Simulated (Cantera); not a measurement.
Input: 1 mol Si₃H₈, 0.028 mol HCl, 100 mol H₂, equilibrated at 1625 K and 0.133 bar.

These are equilibrium values from Cantera (NASA tables, ideal gas, pure condensed phases), not measurements of a reactor. Candidate condensed phases: Si; 19 gas species. The feed counts by its element totals alone. The numbers say what is thermodynamically allowed, not how fast it happens.

Base state: H₂ 1.000, HCl 0.000269, H 0.000193 (mole fractions); condensed: Si(s).

**Question.** What changes in the equilibrium state with this change: Si₃H₈ replaced by Si₂Cl₆?

**Answer.** 
```json
[
 {"species": "H₂", "before": "1.000", "after": "0.949"},
 {"species": "HCl", "before": "0.000269", "after": "0.0438"},
 {"species": "SiCl₂", "before": "2.53e-7", "after": "0.00708"},
 {"species": "SiCl₃", "before": "<1e-9", "after": "0.000138"},
 {"species": "SiHCl₃", "before": "<1e-9", "after": "2.12e-5"},
 {"species": "SiH₂Cl₂", "before": "<1e-9", "after": "1.21e-5"},
 {"species": "H", "before": "0.000193", "after": "0.000188"},
 {"species": "Si(s), mol", "before": "3.00", "after": "1.25"}
]
```
The tables' values for SiCl₃ are old estimates; treat these amounts as uncertain.
